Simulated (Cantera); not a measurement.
An adiabatic, constant-volume homogeneous reactor starts with 10.4 % CH₄, 18.8 % O₂, 70.8 % N₂, at 1800 K and 0.600 bar.

Detailed kinetics in Cantera: GRI-Mech 3.0 (53 species, 325 reactions).

Task: Predict: time of steepest temperature rise; temperature at 0.500 s; equilibrium temperature; x(O₂) at 0.500 s; x(H₂O₂) at 0.500 s; x(H) at 0.500 s; x(HO₂) at 0.500 s.

Result: 
- time of steepest temperature rise: 0.172 ms
- temperature at 0.500 s: 2941 K
- equilibrium temperature: 2941 K
- x(O₂) at 0.500 s: 0.0182 (gas-phase equilibrium 0.0182)
- x(H₂O₂) at 0.500 s: 2.87e-7 (gas-phase equilibrium 2.87e-7)
- x(H) at 0.500 s: 0.0238 (gas-phase equilibrium 0.0238)
- x(HO₂) at 0.500 s: 7.03e-6 (gas-phase equilibrium 7.03e-6)
